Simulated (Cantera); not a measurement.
A perfectly stirred reactor is fed with CH₄ : O₂ : N₂ : H₂O = 1 : 3.23 : 12.1 : 2.7 (molar parts), equivalence ratio 0.62, at 7500 Torr; it is adiabatic with a 775 K inlet, and is followed from long to short residence time, starting on the burning branch (τ in s: 0.024, 0.0089, 0.0034, 0.0013, 0.00049, 0.00018, 7e-05, 2.6e-05, 1e-05).

Model: GRI-Mech 3.0 (53 species, 325 reactions), integrated in Cantera.

Q: Predict: blow-out, bracketed by the residence times tried; x(CH₄) at τ = 24.0 ms; x(O₂) at τ = 24.0 ms; x(H₂O) at τ = 24.0 ms; x(H) at τ = 24.0 ms; x(HCN) at τ = 24.0 ms; x(CH₄) at τ = 0.490 ms; x(O₂) at τ = 0.490 ms; x(H₂O) at τ = 0.490 ms; x(H) at τ = 0.490 ms; x(HCN) at τ = 0.490 ms.

A: 
```json
{
  "blow_out_bracketed_by_the_residence_times_tried": "burning at 0.180 ms, out at 70.0 µs",
  "x(CH₄) at τ = 24.0 ms": "8.04e-6",
  "x(O₂) at τ = 24.0 ms": "0.0645",
  "x(H₂O) at τ = 24.0 ms": "0.246",
  "x(H) at τ = 24.0 ms": "2.10e-6",
  "x(HCN) at τ = 24.0 ms": "7.28e-9",
  "x(CH₄) at τ = 0.490 ms": "0.000183",
  "x(O₂) at τ = 0.490 ms": "0.0661",
  "x(H₂O) at τ = 0.490 ms": "0.245",
  "x(H) at τ = 0.490 ms": "3.48e-5",
  "x(HCN) at τ = 0.490 ms": "5.46e-8"
}
```
